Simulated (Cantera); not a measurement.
Cantera run:

```python
import numpy as np
import cantera as ct

gas_names = [...]  # 136 gases of nasa_gas.yaml made of C, H, N, O
cond_names = """
    C(gr) C6H6(L) C7H8(L) C8H18(L),n-octa H2O(s) H2O(L)
""".split()


# ... load() reads the species with a 1 bar reference pressure and builds the phases ...
atoms = {
    'toluene': {'C': 7, 'H': 8},
    'H2O': {'H': 2, 'O': 1},
    'N2': {'N': 2},
}
top_T = {'C(gr)': 4500}  # K; cautious upper limits of use, not melting points


# ... equilibrate(T, P, feed) seeds the gas with the atoms and calls Mixture.equilibrate('TP', solver="vcs", rtol=1e-11, max_steps=5000) ...
results = []
T = 1725  # K
P = 190  # Pa
for m in [1.2, 4.5, 7.8, 11, 14, 18, 21, 24, 28]:
    feed = {'toluene': 1, 'H2O': 0.58, 'N2': m}  # mol
    mix = equilibrate(T, P, feed)
    results.append((T, P, feed, dict(zip(mix.species_names, mix.species_moles))))

top = {s: max(r[3][s] / sum(r[3][g] for g in gas_names) for r in results) for s in gas_names}
cols = sorted((s for s in top if top[s] > 1e-06), key=lambda s: -top[s])[:9]
seen = [c for c in cond_names if any(r[3].get(c, 0) > 1e-12 for r in results)]
print("log10 of partial pressures in bar; condensed amounts in mol")
print(f"{'n(N2)':>10s}" + "".join(f"{s[:9]:>10s}" for s in cols + seen))
for T, P, feed, n in results:
    ng = sum(n[g] for g in gas_names)
    print(f"{feed['N2']:10.4g}" + "".join(f"{np.log10(max(n[s] / ng * P / 1e5, 1e-99)):10.3f}" for s in cols)
          + "".join(f"{n.get(c, 0):10.4g}" for c in seen))
```

Result:

```
log10 of partial pressures in bar; condensed amounts in mol
     n(N2)        N2        H2        CO         H       HCN C2H2,acet       HNC     C(gr)
       1.2    -3.448    -2.866    -3.762    -5.164    -5.535    -6.902    -7.032     6.409
       4.5    -3.055    -3.048    -3.943    -5.255    -5.429    -7.084    -6.926       6.4
       7.8    -2.943    -3.176    -4.071    -5.319    -5.437    -7.212    -6.935     6.393
        11    -2.889    -3.273    -4.167    -5.367    -5.459    -7.308    -6.956     6.389
        14    -2.858    -3.347    -4.241    -5.405    -5.480    -7.382    -6.977     6.385
        18    -2.832    -3.430    -4.323    -5.446    -5.508    -7.465    -7.005      6.38
        21    -2.817    -3.483    -4.376    -5.472    -5.528    -7.518    -7.025     6.377
        24    -2.807    -3.530    -4.423    -5.496    -5.546    -7.566    -7.043     6.374
        28    -2.795    -3.586    -4.479    -5.524    -5.568    -7.622    -7.066      6.37
```

These are equilibrium values from Cantera (NASA tables, ideal gas, pure condensed phases), not measurements of a reactor.
